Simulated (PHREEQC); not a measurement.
0.013 g of hydrous ferric oxide (600 m²/g; 0.2 weak and 0.005 strong sites per Fe, Dzombak-Morel constants, diffuse double layer) in 1 kg of water with 0.001 mol/kgw of an inert sodium salt and 3e-05 mol MgCl2 and 2.3e-07 mol ZnCl2, at 25 °C; the pH is set by adding NaOH or the inert anion's acid. O2 is buffered at 0.21 atm. The system is closed to CO2. Precipitation was switched off in this run.

Base run: PHREEQC, ion-association model, wateq4f.dat. Each further column changes one thing. The table gives Zn sorbed (%).

```
pH    base  no electrostatic term (-no_edl)  background salt from 0.001 to 0.0001 mol/kgw  oxide from 0.013 to 0.065 g/kgw
----  ----  -------------------------------  --------------------------------------------  -------------------------------
3      0.0                              0.0                                           0.0                              0.0
3.75   0.0                              0.0                                           0.0                              0.0
4.5    0.0                              0.0                                           0.0                              0.0
4.88   0.0                              0.2                                           0.0                              0.2
5.62   0.9                              ___                                           0.8                              ___
6.38  19.3                              ___                                          19.3                             55.1
7.12  83.7                              ___                                           ___                             97.0
7.5   96.3                              ___                                          96.5                             99.4
8.25  99.7                             99.8                                          99.8                            100.0
9     99.7                             99.4                                          99.7                            100.0
```

Problem. Complete the blanks.

Solution. 
- 5.62, no electrostatic term (-no_edl): 5.2
- 5.62, oxide from 0.013 to 0.065 g/kgw: 4.4
- 6.38, no electrostatic term (-no_edl): 58.3
- 7.12, no electrostatic term (-no_edl): 96.0
- 7.12, background salt from 0.001 to 0.0001 mol/kgw: 84.3
- 7.5, no electrostatic term (-no_edl): 98.8

The oxide is taken as insoluble; below pH 4 it would dissolve.
